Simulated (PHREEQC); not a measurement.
Consider water at 20 °C with 0.2 mol HF, 5.6e-05 mol CuSO4 and 0.00025 mol MnSO4 per kg of water. Closed to the air; pH follows from the charge balance.

The numbers come from PHREEQC with the ion-association model, wateq4f.dat.

Each row changes one thing in this solution. No solid was allowed to form.

```json
[
 {"case": "as made", "pH": "1.97", "ionic strength (mol/kgw)": "0.0128", "HF (mol/kgw)": "0.110", "H2F2 (mol/kgw)": "0.0375", "F- (mol/kgw)": "0.00845", "HF2- (mol/kgw)": "0.00342", "SI of CuF2:2H2O (CuF2:2H2O)": "-4.23", "SI of Chalcanthite (CuSO4:5H2O)": "-5.77"},
 {"case": "MnSO4 replaced by NiSO4 at the same molality", "pH": "1.97", "ionic strength (mol/kgw)": "0.0128", "HF (mol/kgw)": "0.110", "H2F2 (mol/kgw)": "0.0375", "F- (mol/kgw)": "0.00845", "HF2- (mol/kgw)": "0.00342", "SI of CuF2:2H2O (CuF2:2H2O)": "-4.23", "SI of Chalcanthite (CuSO4:5H2O)": "-5.77"},
 {"case": "MnSO4 from 0.00025 to 2.5e-05 mol/kgw", "pH": "1.97", "ionic strength (mol/kgw)": "0.0120", "HF (mol/kgw)": "0.110", "H2F2 (mol/kgw)": "[?]", "F- (mol/kgw)": "0.00840", "HF2- (mol/kgw)": "0.00340", "SI of CuF2:2H2O (CuF2:2H2O)": "-4.22", "SI of Chalcanthite (CuSO4:5H2O)": "-6.33"},
 {"case": "0.0053 mol/kgw TMAH added", "pH": "2.07", "ionic strength (mol/kgw)": "0.0158", "HF (mol/kgw)": "0.108", "H2F2 (mol/kgw)": "0.0365", "F- (mol/kgw)": "0.0106", "HF2- (mol/kgw)": "0.00423", "SI of CuF2:2H2O (CuF2:2H2O)": "-4.07", "SI of Chalcanthite (CuSO4:5H2O)": "-5.77"},
 {"case": "diluted 100-fold with water", "pH": "3.05", "ionic strength (mol/kgw)": "0.000928", "HF (mol/kgw)": "0.00107", "H2F2 (mol/kgw)": "3.58e-6", "F- (mol/kgw)": "0.000913", "HF2- (mol/kgw)": "3.60e-6", "SI of CuF2:2H2O (CuF2:2H2O)": "-7.92", "SI of Chalcanthite (CuSO4:5H2O)": "-9.26"},
 {"case": "diluted 2-fold with water", "pH": "2.12", "ionic strength (mol/kgw)": "0.00888", "HF (mol/kgw)": "0.0643", "H2F2 (mol/kgw)": "0.0129", "F- (mol/kgw)": "0.00677", "HF2- (mol/kgw)": "0.00161", "SI of CuF2:2H2O (CuF2:2H2O)": "-4.67", "SI of Chalcanthite (CuSO4:5H2O)": "-6.26"},
 {"case": "HF from 0.2 to 0.04 mol/kgw", "pH": "2.32", "ionic strength (mol/kgw)": "0.00632", "HF (mol/kgw)": "0.0290", "H2F2 (mol/kgw)": "0.00262", "F- (mol/kgw)": "0.00477", "HF2- (mol/kgw)": "0.000509", "SI of CuF2:2H2O (CuF2:2H2O)": "-4.64", "SI of Chalcanthite (CuSO4:5H2O)": "-5.56"},
 {"case": "0.016 mol/kgw NaOH added", "pH": "[?]", "ionic strength (mol/kgw)": "[?]", "HF (mol/kgw)": "0.104", "H2F2 (mol/kgw)": "0.0338", "F- (mol/kgw)": "0.0160", "HF2- (mol/kgw)": "0.00616", "SI of CuF2:2H2O (CuF2:2H2O)": "-3.78", "SI of Chalcanthite (CuSO4:5H2O)": "-5.81"}
]
```

What belongs in the gaps?


- MnSO4 from 0.00025 to 2.5e-05 mol/kgw, H2F2 (mol/kgw): 0.0376
- 0.016 mol/kgw NaOH added, pH: 2.26
- 0.016 mol/kgw NaOH added, ionic strength (mol/kgw): 0.0232

(CH3)4N+ isn't in the database: it is added as a free cation with an ion size of 4 Å. wateq4f.dat counts part of the HF as a dimer, H2F2, which phreeqc.dat doesn't know; its constant is uncertain.
